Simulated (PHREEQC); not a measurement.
Solution (25 °C): 0.23 mol/kgw HBr and 0.0014 mol/kgw NiCl2. Closed to the air; pH follows from the charge balance.

Model: ion-association model, wateq4f.dat, run in PHREEQC.

This is a speciation only: nothing precipitates in the calculation.

### Question
Order these Ni species by the share of Ni that they hold, largest first: NiCl+, NiBr+, Ni+2.

### Answer
Ni+2 (82 %), NiBr+ (18 %), NiCl+ (0.16 %)

The pH is 0.74 and the ionic strength 0.234 mol/kgw.
